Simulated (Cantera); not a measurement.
A closed system holds: 1 mol SiO2, 1 mol C, 19 mol H2, at 2175 K and 0.133 bar.

These are equilibrium values from Cantera (NASA tables, ideal gas, pure condensed phases), not measurements of a reactor. Candidate condensed phases: C, C6H6, C7H8, C8H18, H2O, Si, SiC, SiO2; 123 gas species. Equilibrium is a limit: real reactors are often held back by kinetics, nucleation or transport.

Base state: H2 0.893, CO 0.0473, SiO 0.0472, H 0.0126, H2O 8.35e-5, Si 6.63e-5, SiH 1.06e-5 (mole fractions); condensed: gas only.

### Question
What changes in the equilibrium state with this change: temperature from 2175 K to 900 K?

### Answer
| species | before | after |
|---|---|---|
| H2 | 0.893 | 0.962 |
| CH4 | 1.23e-7 | 0.0385 |
| CO | 0.0473 | 1.60e-8 |
| SiO | 0.0472 | <1e-9 |
| H | 0.0126 | <1e-9 |
| Si | 6.63e-5 | <1e-9 |
| H2O | 8.35e-5 | 4.97e-9 |
| SiH | 1.06e-5 | <1e-9 |
| C(graphite), mol | 0 | 0.296 |
| SiO2(β-quartz), mol | 0 | 1.00 |

### Question
What changes in the equilibrium state with this change: SiO2 replaced by CuO?

### Answer
| species | before | after |
|---|---|---|
| H2 | 0.893 | 0.893 |
| CO | 0.0473 | 0.0473 |
| Cu | 0 | 0.0471 |
| SiO | 0.0472 | 0 |
| H | 0.0126 | 0.0126 |
| Cu2 | 0 | 0.000110 |
| Si | 6.63e-5 | 0 |
Further candidate phases: Cu, CuO, Cu(OH)2, Cu2O.

### Question
What changes in the equilibrium state with this change: temperature from 2175 K to 1973 K?

### Answer
| species | before | after |
|---|---|---|
| H2 | 0.893 | 0.901 |
| CO | 0.0473 | 0.0475 |
| SiO | 0.0472 | 0.0475 |
| H | 0.0126 | 0.00351 |
| Si | 6.63e-5 | 2.47e-5 |
| H2O | 8.35e-5 | 4.05e-5 |
| SiH | 1.06e-5 | 6.20e-6 |
